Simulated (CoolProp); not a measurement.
Vapour-liquid equilibrium of CHF3 (R23) (1) + isobutane (2) at 233.7 K; x and y are mole fractions of (1).

The numbers come from the multi-fluid Helmholtz-energy mixture model, Penoncello 2003 and Bücker 2006; pair parameters Bell 2016 in CoolProp.

Task: Give the bubble pressure and the first vapour's composition at x = 0.05, 0.35, 0.45. Is there an azeotrope?

Result: x = 0.05: 0.1800 MPa, y = 0.834; x = 0.35: 0.5960 MPa, y = 0.951; x = 0.45: 0.6180 MPa, y = 0.953. No azeotrope shows between x = 0.05 and 0.95.

The pair parameters rest on a limited set of measurements; away from them the model extrapolates. With so large a gap from Raoult's law the liquid may split in two, which this calculation doesn't test in full.
